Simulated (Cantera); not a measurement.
Charge: 1 mol PbI2, 41 mol N2, held at 752 °C and 11.0 Pa.

These are equilibrium values from Cantera (NASA tables, ideal gas, pure condensed phases), not measurements of a reactor. Candidate condensed phases: I2, Pb, PbI2; 9 gas species. The tables' values for PbI4 are old estimates; treat these amounts as uncertain. Equilibrium is a limit: real reactors are often held back by kinetics, nucleation or transport.

Base state: N2 0.958, I 0.0190, PbI2 0.00992, PbI 0.00769, Pb 0.00570, PbI4 4.93e-5 (mole fractions); condensed: gas only.

Task: What changes in the equilibrium state with this change: temperature from 752 °C to 777 °C?

Result: 
| species | before | after |
|---|---|---|
| N2 | 0.958 | 0.953 |
| I | 0.0190 | 0.0241 |
| Pb | 0.00570 | 0.00808 |
| PbI2 | 0.00992 | 0.00714 |
| PbI4 | 4.93e-5 | 1.73e-5 |
| PbI | 0.00769 | 0.00800 |

Task: What changes in the equilibrium state with this change: temperature from 752 °C to 1677 °C?

Result: 
| species | before | after |
|---|---|---|
| N2 | 0.958 | 0.932 |
| I | 0.0190 | 0.0455 |
| Pb | 0.00570 | 0.0227 |
| PbI2 | 0.00992 | <1e-9 |
| PbI4 | 4.93e-5 | <1e-9 |
